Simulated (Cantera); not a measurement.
Feed: 1 mol C3H6, 1.6 mol NH3, 74 mol H2, 0.39 mol CO2, at 3100000 Pa.

Method: chemical equilibrium by Gibbs-energy minimisation in Cantera with the NASA 1993 tables (ideal gas, pure condensed phases). Candidate condensed phases: C, C6H6, C7H8, C8H18, H2O; 136 gas species. The ideal-gas law is rough above about 30 bar. Rates play no part.

Question: Which condensed phases are stable at each of these points (T (°C)): 1677, 1777, 1877, 1977, 2077, 2177, 2277?

Answer: 
```
T (°C)  condensed phases  C condensed (%)
------  ----------------  ---------------
1677         C(graphite)             37.8
1777         C(graphite)             41.4
1877         C(graphite)             40.8
1977         C(graphite)             35.8
2077         C(graphite)             25.9
2177         C(graphite)             10.1
2277            gas only              0.0
```

From 1677 °C to 2177 °C the condensed part is C(graphite). At 2277 °C nothing is condensed.
